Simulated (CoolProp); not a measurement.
The fluid at 767.77 K and 1.29 MPa flows at 5.9 m/s in a round tube of 12.7 mm bore and 45 µm roughness, fully developed (64/Re and Nu = 3.66 if laminar; Colebrook and Gnielinski if turbulent). The same conditions are run with several fluids, on thermodynamics alone (safety and materials aside).

Values from CoolProp's reference Helmholtz-energy equation of state of each fluid (normal hydrogen: Leachman 2009; nitrogen: Span 2000; dry air: Lemmon 2000; oxygen: Schmidt 1985; carbon dioxide: Span 1996). Blends and air are pseudo-pure fits.

```csv
fluid,Reynolds number,Darcy friction factor,pressure drop (Pa/m),heat-transfer coefficient (W/(m² K)),mass flow (kg/h)
normal hydrogen,1770,0.0362,20.1,107,1.09
nitrogen,12100,0.0347,268,176,15.2
dry air,12000,0.0348,278,180,15.7
oxygen,11700,0.0349,308,187,17.3
carbon dioxide,19600,0.0324,395,277,23.9
```

Above 300 K oxygen's equation is extrapolated.

Transport values come from each fluid's own correlations.
